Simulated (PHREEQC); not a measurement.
Solution (25 °C): 0.00099 mol/kgw CaSO4. Closed to the air; pH follows from the charge balance.

Computed with PHREEQC (ion-association model, phreeqc.dat).

Each row changes one thing in this solution. This is a speciation only: nothing precipitates in the calculation.

```tsv
case	ionic strength (mol/kgw)	Ca+2 (mol/kgw)	SO4-2 (mol/kgw)	CaSO4 (mol/kgw)	HSO4- (mol/kgw)	CaOH+ (mol/kgw)	SI of Gypsum (CaSO4:2H2O)
as made	0.00361	0.000903	0.000903	8.68e-5	7.11e-9	1.26e-9	-1.73
diluted 100-fold with water	3.96e-5	9.88e-6	9.88e-6	1.64e-8	9.45e-11	1.60e-11	-5.45
CaSO4 from 0.00099 to 0.00109 mol/kgw	0.00395	0.000988	0.000988	0.000102	7.71e-9	1.37e-9	-1.66
CaSO4 from 0.00099 to 9.9e-05 mol/kgw	0.000390	9.76e-5	9.76e-5	1.42e-6	8.89e-10	1.51e-10	-3.52
temperature from 25 to 60 °C	0.00355	0.000887	0.000887	0.000103	4.81e-8	4.15e-10	-1.69
```

Away from 25 °C the constants follow the database's enthalpies or fits; those with neither stay at their 25 °C values.
